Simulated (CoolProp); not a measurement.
Computed with CoolProp (reference Helmholtz-energy equation of state, Lemmon 2006). It is a short technical equation, of lower accuracy than the large ones.

Q: Give the vapour pressure (kPa), liquid density (kg/m³), vapour Z of saturated carbon monoxide at 114.2 K.

A: 
```tsv
T (K)	p (kPa)	liquid density (kg/m³)	vapour Z
114.2	1370	619	0.739
```
